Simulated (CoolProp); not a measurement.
Aqueous ammonia as a coolant, at 26 °C, 1 atm.

The numbers come from the Melinder's fits for secondary coolants in CoolProp.

```tsv
mass %	freezing point (°C)	conductivity (W/(m K))	Prandtl number	viscosity (mPa s)	density (kg/m³)
1	-1.1	0.600	6.24	0.897	992.2
3.7	-4.4	…	6.79	0.941	980.5
6.3	-7.9	0.563	7.10	0.955	969.9
8.9	-11.8	0.548	7.40	0.967	959.6
11.6	-16.4	0.532	…	0.989	949.4
14.2	-21.5	0.518	8.26	1.02	939.9
16.8	-27.5	0.504	8.77	1.05	930.7
19.5	-34.9	0.491	9.24	1.08	921.5
22.1	…	0.481	9.55	1.09	912.8
24.7	-54.1	…	9.72	1.09	904.3
```

### Question
Fill in the missing entries.

### Answer

- 3.7, conductivity (W/(m K)): 0.580
- 11.6, Prandtl number: 7.79
- 22.1, freezing point (°C): -43.6
- 24.7, conductivity (W/(m K)): 0.472
